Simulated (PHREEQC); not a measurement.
A solution holds 2.2 mmol/kgw ZnCl2 and 64 mmol/kgw MnSO4, at 30 °C. Closed to the air; pH follows from the charge balance.

Model: ion-association model, wateq4f.dat, run in PHREEQC.

```yaml
pH: 6.15
ionic_strength: 0.147 mol/kgw
```

```csv
species,molality,activity,log γ
Mn+2,0.0362,0.0129,-0.449
SO4-2,0.0350,0.0113,-0.490
MnSO4,0.0276,0.0285,0.015
Cl-,0.00418,0.00307,-0.135
Zn+2,0.000993,0.000353,-0.449
ZnSO4,0.000941,0.000973,0.015
Zn(SO4)2-2,0.000260,8.63e-5,-0.480
MnCl+,0.000213,0.000161,-0.121
ZnCl+,4.89e-6,3.62e-6,-0.131
HSO4-,1.17e-6,8.76e-7,-0.126
ZnOH+,1.04e-6,7.89e-7,-0.120
MnOH+,9.17e-7,6.94e-7,-0.121
H+,8.80e-7,7.11e-7,-0.092
MnCl2,2.08e-7,2.15e-7,0.015
```

This is a speciation only: nothing precipitates in the calculation.
